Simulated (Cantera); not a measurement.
An adiabatic, constant-pressure homogeneous reactor starts with CH4 : O2 : N2 = 1 : 2 : 7.52 (molar parts), equivalence ratio 1.0, at 1175 K and 6.80 bar.

Detailed kinetics in Cantera: GRI-Mech 3.0 (53 species, 325 reactions).

x: mole fraction; the columns are a selection and need not sum to one.

```json
[
 {"t (s)": "6.00e-6", "T (K)": "1175", "x CH4": "0.0951", "x O2": "0.190", "x NO2": "<1e-12", "x NO": "<1e-12", "x C2H2": "<1e-12", "x O": "4.24e-12", "x C2H4": "<1e-12"},
 {"t (s)": "1.59e-5", "T (K)": "1175", "x CH4": "0.0951", "x O2": "0.190", "x NO2": "<1e-12", "x NO": "<1e-12", "x C2H2": "<1e-12", "x O": "1.09e-11", "x C2H4": "<1e-12"},
 {"t (s)": "4.19e-5", "T (K)": "1175", "x CH4": "0.0951", "x O2": "0.190", "x NO2": "<1e-12", "x NO": "<1e-12", "x C2H2": "<1e-12", "x O": "3.12e-11", "x C2H4": "3.66e-12"},
 {"t (s)": "0.000111", "T (K)": "1175", "x CH4": "0.0951", "x O2": "0.190", "x NO2": "<1e-12", "x NO": "<1e-12", "x C2H2": "<1e-12", "x O": "1.08e-10", "x C2H4": "9.87e-11"},
 {"t (s)": "0.000293", "T (K)": "1175", "x CH4": "0.0951", "x O2": "0.190", "x NO2": "<1e-12", "x NO": "<1e-12", "x C2H2": "<1e-12", "x O": "4.57e-10", "x C2H4": "3.91e-9"},
 {"t (s)": "0.000775", "T (K)": "1175", "x CH4": "0.0950", "x O2": "0.190", "x NO2": "<1e-12", "x NO": "<1e-12", "x C2H2": "1.52e-12", "x O": "1.02e-9", "x C2H4": "8.39e-8"},
 {"t (s)": "0.00205", "T (K)": "1176", "x CH4": "0.0949", "x O2": "0.190", "x NO2": "<1e-12", "x NO": "<1e-12", "x C2H2": "4.87e-11", "x O": "1.58e-9", "x C2H4": "6.33e-7"},
 {"t (s)": "0.00541", "T (K)": "1179", "x CH4": "0.0942", "x O2": "0.190", "x NO2": "<1e-12", "x NO": "<1e-12", "x C2H2": "?", "x O": "?", "x C2H4": "?"},
 {"t (s)": "0.0143", "T (K)": "2716", "x CH4": "<1e-12", "x O2": "0.0113", "x NO2": "3.10e-6", "x NO": "0.00712", "x C2H2": "<1e-12", "x O": "0.00158", "x C2H4": "<1e-12"},
 {"t (s)": "0.0378", "T (K)": "2716", "x CH4": "<1e-12", "x O2": "0.0113", "x NO2": "3.10e-6", "x NO": "0.00712", "x C2H2": "<1e-12", "x O": "0.00158", "x C2H4": "<1e-12"},
 {"t (s)": "0.100", "T (K)": "2716", "x CH4": "<1e-12", "x O2": "0.0113", "x NO2": "3.10e-6", "x NO": "0.00712", "x C2H2": "<1e-12", "x O": "0.00158", "x C2H4": "<1e-12"}
]
```

Task: Some entries are withheld; supply them.

Result: 
- 0.00541, x C2H2: 2.62e-9
- 0.00541, x O: 5.10e-9
- 0.00541, x C2H4: 8.82e-6
